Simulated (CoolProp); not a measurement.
n-octane along the isotherm 620 K: fugacity coefficient from the reference equation and from simpler models built on Tc = 568.7 K, pc = 24.84 bar, ω = 0.398; each cubic takes its own stable root.

Model: reference Helmholtz-energy equation of state, Beckmüller 2019, in CoolProp.

```
p (bar)          phase  reference
-------  -------------  ---------
4.14               gas     0.9561
8.28               gas     0.9133
12.4               gas     0.8718
16.6               gas     0.8305
20.7               gas     0.7912
24.8               gas     0.7528
29       supercritical     0.7143
33.1     supercritical     0.6775
37.3     supercritical     0.6407
```

Problem. How far does each simpler model (van der Waals, Redlich-Kwong, Soave-Redlich-Kwong, Peng-Robinson) lie from the reference over these 9 states: mean and median of the absolute difference, and the worst?

Solution. 
- van der Waals: mean 0.9 %, median 0.9 %, worst +1.4 % at 620 K and 20.7 bar
- Redlich-Kwong: mean 0.5 %, median 0.3 %, worst -1.8 % at 620 K and 37.3 bar
- Soave-Redlich-Kwong: mean 1.7 %, median 1.7 %, worst +3.2 % at 620 K and 37.3 bar
- Peng-Robinson: mean 1.0 %, median 1.1 %, worst -1.4 % at 620 K and 33.1 bar
